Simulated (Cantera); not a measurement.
A freely propagating, adiabatic, planar premixed flame of 18.6 % CO, 4.10 % H₂, 16.2 % O₂, 61.1 % N₂, equivalence ratio 0.70, unburnt at 375 K and 75.0 Torr; mixture-averaged transport, grid criteria slope 0.08 and curve 0.16, no radiation.

Cantera simulation using GRI-Mech 3.0 (53 species, 325 reactions); the numbers are that mechanism's predictions, not measurements. Burning velocities carry a grid error of a few per cent, more on coarse grids.

Question: Predict: laminar burning velocity; thermal thickness; peak x(O); peak x(HO₂).

Answer: 
```json
{
 "laminar_burning_velocity": "77.1 cm/s",
 "thermal_thickness": "11.7 mm",
 "peak x(O)": "0.0197",
 "peak x(HO₂)": "8.83e-5"
}
```
